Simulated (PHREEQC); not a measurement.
## Hard or scaling water

Make-up at 25 °C: 34 mmol/kgw MgCl2, 3.2 mmol/kgw Na2SO4 and 11.7 mmol/kgw NaCl. Closed to the air; pH follows from the charge balance.

The numbers come from PHREEQC with the ion-association model, phreeqc.dat.

```yaml
ionic_strength: 0.117 mol/kgw
specific_conductance: 8250 µS/cm
density: 1.001 g/cm³
```

| species | molality | activity | log γ |
|---|---|---|---|
| Cl- | 0.0797 | 0.0602 | -0.122 |
| Mg+2 | 0.0324 | 0.0127 | -0.408 |
| Na+ | 0.0181 | 0.0140 | -0.110 |
| MgSO4 | 0.00159 | 0.00164 | 0.012 |
| SO4-2 | 0.00156 | 0.000551 | -0.451 |
| NaSO4- | 4.97e-5 | 3.87e-5 | -0.109 |
| H+ | 2.87e-7 | 2.35e-7 | -0.087 |
| MgOH+ | 2.46e-7 | 1.95e-7 | -0.101 |
| OH- | 5.73e-8 | 4.29e-8 | -0.125 |
| HSO4- | 1.63e-8 | 1.26e-8 | -0.112 |

This is a speciation only: nothing precipitates in the calculation. Species that the database lacks are ignored.
